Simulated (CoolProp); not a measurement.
A single-stage vapour-compression cycle with the fluid: evaporating at 209.15 K (dew point), condensing at 271.15 K (bubble point), superheat 10 K, subcooling 8 K, compressor efficiency 0.75, no pressure losses. The same conditions are run with several fluids, on thermodynamics alone (safety and materials aside).

Model: reference Helmholtz-energy equation of state of each fluid (C3F8 (R218): Lemmon 2006; R404A: Lemmon 2003; hydrogen sulfide: Lemmon 2006; R13: Platzer 1990; R407C: Lemmon 2003; propylene: Lemmon 2013), in CoolProp. The equations of Platzer and Polt are older, rougher fits. Blends and air are pseudo-pure fits.

Problem. Rank C3F8 (R218), R404A, hydrogen sulfide, R13, R407C, propylene by cooling COP, highest first.

Solution. propylene (2.06), R404A (1.98), hydrogen sulfide (1.92), C3F8 (R218) (1.84), R13 (1.82), R407C (1.77)

```tsv
fluid	pressure ratio	discharge temperature (K)	refrigerating effect (kJ/kg)	volumetric capacity (kJ/m³)
C3F8 (R218)	15.9	278.5	68.2	175
R404A	15.2	320.3	150	309
hydrogen sulfide	11.6	454.0	452	719
R13	7.94	318.5	91.5	1320
R407C	24.9	360.7	194	199
propylene	12.2	340.3	348	368
```
